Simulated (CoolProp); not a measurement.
The numbers come from the reference Helmholtz-energy equation of state, Lemmon 2013 in CoolProp.

**Question.** Give the vapour pressure (MPa), vapour density (kg/m³), liquid conductivity (mW/(m K)) of saturated propylene at 223.2, 260.4 K.

**Answer.** 
```tsv
T (K)	p (MPa)	vapour density (kg/m³)	liquid conductivity (mW/(m K))
223.2	0.0910	2.14	147
260.4	0.391	8.38	130
```

Thermal conductivity comes from a separate model (Huber 2003), an estimate that may be off by 10 % or more.
